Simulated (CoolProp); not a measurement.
Isopentane along the isotherm 500 K: fugacity coefficient from the reference equation and from simpler models built on Tc = 460.3 K, pc = 3.378 MPa, ω = 0.227; each cubic takes its own stable root.

The numbers come from the reference Helmholtz-energy equation of state, Lemmon 2006 in CoolProp. It is a short technical equation, of lower accuracy than the large ones.

```csv
p (MPa),phase,reference
0.13,gas,0.9900
0.26,gas,0.9800
0.39,gas,0.9701
0.52,gas,0.9602
0.65,gas,0.9503
0.78,gas,0.9405
0.91,gas,0.9307
1.04,gas,0.9210
1.17,gas,0.9113
1.3,gas,0.9016
1.43,gas,0.8920
1.56,gas,0.8824
1.69,gas,0.8729
```

Problem. How far does each simpler model (van der Waals, Redlich-Kwong, Soave-Redlich-Kwong, Peng-Robinson) lie from the reference over these 13 states: mean and median of the absolute difference, and the worst?

Solution. 
- van der Waals: mean 0.5 %, median 0.5 %, worst +0.8 % at 500 K and 1.69 MPa
- Redlich-Kwong: mean 0.2 %, median 0.2 %, worst -0.3 % at 500 K and 1.69 MPa
- Soave-Redlich-Kwong: mean 0.1 %, median 0.1 %, worst +0.2 % at 500 K and 1.69 MPa
- Peng-Robinson: mean 0.8 %, median 0.8 %, worst -1.5 % at 500 K and 1.69 MPa
